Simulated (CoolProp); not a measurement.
c-C4F8 (RC318) at 293.15 K and 0.586 MPa is throttled through a valve to 0.253 MPa with no heat exchange. Each further row changes one setting.

Model: reference Helmholtz-energy equation of state, Platzer 1990, in CoolProp. This equation is an older, rougher fit; its heat capacities, sound speeds and derivatives of the liquid may be far off and weren't checked against measurements.

| case | temperature change (K) | final phase | final density (kg/m³) |
|---|---|---|---|
| as stated | -1.4 | [?] | [?] |
| outlet pressure 0.0759 MPa | [?] | two-phase, vapour fraction 0.293 | [?] |
| outlet pressure 0.329 MPa | +0.0 | liquid | [?] |

**Question.** Fill in the missing entries.

**Answer.** 
- as stated, final phase: two-phase, vapour fraction 0.015
- as stated, final density (kg/m³): 760
- outlet pressure 0.0759 MPa, temperature change (K): -32.7
- outlet pressure 0.0759 MPa, final density (kg/m³): 24.6
- outlet pressure 0.329 MPa, final density (kg/m³): 1520
